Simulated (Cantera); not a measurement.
A freely propagating, adiabatic, planar premixed flame of CH4 : O2 : N2 = 1 : 2.82 : 10.6 (molar parts), equivalence ratio 0.71, unburnt at 650 K and 1.00 bar; mixture-averaged transport, grid criteria slope 0.08 and curve 0.16, no radiation.

Computed with Cantera and GRI-Mech 3.0 (53 species, 325 reactions). Burning velocities carry a grid error of a few per cent, more on coarse grids.

Problem. How do the results move with these cheaper or finer settings: unity-Lewis-number transport; multicomponent transport; multicomponent+Soret transport; grid criteria slope 0.5, curve 1; grid criteria slope 0.25, curve 0.5; grid criteria slope 0.03, curve 0.06?

Solution. 
```tsv
setting	laminar burning velocity	thermal thickness	peak x(C2H)	peak x(OH)	grid points
as above	110 cm/s	0.382 mm	2.91e-8	0.00796	138
unity-Lewis-number transport	93.4 cm/s	0.387 mm	2.49e-8	0.00841	129
multicomponent transport	111 cm/s	0.386 mm	2.97e-8	0.00798	140
multicomponent+Soret transport	109 cm/s	0.388 mm	2.78e-8	0.00792	139
grid criteria slope 0.5, curve 1	121 cm/s	0.417 mm	2.85e-8	0.00812	37
grid criteria slope 0.25, curve 0.5	115 cm/s	0.395 mm	2.89e-8	0.00806	53
grid criteria slope 0.03, curve 0.06	109 cm/s	0.379 mm	2.93e-8	0.00792	326
```
The base run took very roughly 12 core-seconds.
Unity Lewis numbers drop preferential diffusion, which matters most where H2 and H carry the flame; Soret adds thermal diffusion.
